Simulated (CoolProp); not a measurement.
Vapour-liquid equilibrium of propylene (1) + R114 (2) at 304.4 K; x and y are mole fractions of (1).

The numbers come from the multi-fluid Helmholtz-energy mixture model, Lemmon 2013 and Platzer 1990; pair parameters Bell 2016 in CoolProp. This equation is an older, rougher fit; its heat capacities, sound speeds and derivatives of the liquid may be far off and weren't checked against measurements.

Task: Give the bubble pressure and the first vapour's composition at x = 0.05, 0.2, 0.95. Is there an azeotrope?

Result: x = 0.05: 328.6 kPa, y = 0.228; x = 0.2: 528.1 kPa, y = 0.567; x = 0.95: 1295 kPa, y = 0.979. No azeotrope shows between x = 0.05 and 0.95.

Pair parameters are fitted to limited data, so mixtures are less certain than the pure fluids.
